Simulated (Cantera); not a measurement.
**Fluorocarbon and chlorocarbon gases: CF₄ + HCl**

Charge: 1 mol CF₄, 0.35 mol HCl, held at 2048 K and 0.120 bar.

These are equilibrium values from Cantera (NASA tables, ideal gas, pure condensed phases), not measurements of a reactor. Candidate condensed phases: C, C₆H₆, C₇H₈, C₈H₁₈; 118 gas species. Gases not in the tables: C₂F₆ and larger saturated fluorocarbons. Rates play no part.

```json
{
  "x(CF₄)": "0.535",
  "x(HF)": "0.211",
  "x(Cl)": "0.195",
  "x(CF₂)": "0.0347",
  "x(F)": "0.00741",
  "x(Cl₂)": "0.00585",
  "x(CF₃)": "0.00423",
  "x(HCl)": "0.00372",
  "x(CClF₃)": "0.00359",
  "n(C(graphite))": "0.0576 mol",
  "gas_amount": "1.633 mol"
}
```
